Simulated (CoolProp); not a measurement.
A simple Rankine cycle with water: condensing at 328.15 K, boiler at 4.3 MPa, turbine inlet 677.9 K, turbine efficiency 0.9, pump efficiency 0.8, no recuperator. Each further row changes one setting.

Values from CoolProp's reference Helmholtz-energy equation of state, Wagner 2002.

```
case                             thermal efficiency (%)  net work (kJ/kg)  heat in (kJ/kg)  turbine exit temperature (K)  volume ratio over the turbine
-------------------------------  ----------------------  ----------------  ---------------  ----------------------------  -----------------------------
as stated                                          30.8               919             2980                         328.1                            122
turbine inlet 697.9 K                              31.1               942             3030                         328.1                            119
condensing temperature 320.15 K                    31.9               963             3020                         320.1                            174
boiler pressure 3.01 MPa                           29.4               885             3010                         328.1                           85.8
turbine efficiency 0.8                             27.4               817             2980                         328.1                            128
```

The expansion ends wet for: as stated; turbine inlet 697.9 K; condensing temperature 320.15 K; boiler pressure 3.01 MPa; turbine efficiency 0.8.
